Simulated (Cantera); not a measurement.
Equilibrium for chlorosilane synthesis and conversion: Si + Cl₂ + H₂

Feed: 1 mol Si, 1.5 mol Cl₂, 4 mol H₂, held at 1325 K and 16.0 bar.

These are equilibrium values from Cantera (NASA tables, ideal gas, pure condensed phases), not measurements of a reactor. Candidate condensed phases: Si; 19 gas species. The tables' values for SiCl₃ are old estimates; treat these amounts as uncertain. Kinetics and transport are ignored.

The x(H₂) is 0.781, the x(SiHCl₃) is 0.0774 and the x(SiCl₄) is 0.0765. The x(HCl) comes out as 0.0395. The x(SiH₂Cl₂) comes out as 0.0112. The x(SiCl₃) is 0.00878 and the x(SiCl₂) comes out as 0.00547. The x(SiH₃Cl) comes out as 0.000462, the x(SiH₄) comes out as 7.85e-6 and the n(Si(s)) comes out as 0.154 mol. The gas amount comes out as 4.701 mol.
